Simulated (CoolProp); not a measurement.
C2F6 (R116) along the isotherm 278.4 K: density (kg/m³) from the reference equation and from simpler models built on Tc = 293.0 K, pc = 3048 kPa, ω = 0.257; each cubic takes its own stable root.

The numbers come from the reference Helmholtz-energy equation of state, Lemmon 2006 in CoolProp. It is a short technical equation, of lower accuracy than the large ones.

| p (kPa) | phase | reference | van der Waals | Redlich-Kwong | Soave-Redlich-Kwong | Peng-Robinson |
|---|---|---|---|---|---|---|
| 48.2 | gas | 2.892 | 2.889 | 2.892 | 2.892 | 2.894 |
| 75 | gas | 4.516 | 4.509 | 4.516 | 4.517 | 4.521 |
| 117 | gas | 7.085 | 7.068 | 7.084 | 7.087 | 7.098 |
| 182 | gas | 11.12 | 11.08 | 11.12 | 11.12 | 11.15 |
| 283 | gas | 17.54 | 17.43 | 17.53 | 17.55 | 17.62 |
| 441 | gas | 27.97 | 27.70 | 27.96 | 28.00 | 28.17 |
| 687 | gas | 45.34 | 44.59 | 45.27 | 45.39 | 45.84 |
| 1070 | gas | 75.88 | 73.58 | 75.51 | 75.90 | 77.14 |
| 1660 | gas | 137.0 | 128.1 | 134.6 | 136.3 | 140.2 |
| 2590 | liquid | 1104 | 690.2 | 909.2 | 953.6 | 1072 |
| 4040 | liquid | 1159 | 790.2 | 1012 | 1040 | 1167 |
| 6290 | liquid | 1214 | 859.3 | 1102 | 1122 | 1257 |
| 9790 | liquid | 1271 | 921.2 | 1190 | 1205 | 1348 |
| 15200 | liquid | 1333 | 980.3 | 1279 | 1290 | 1441 |
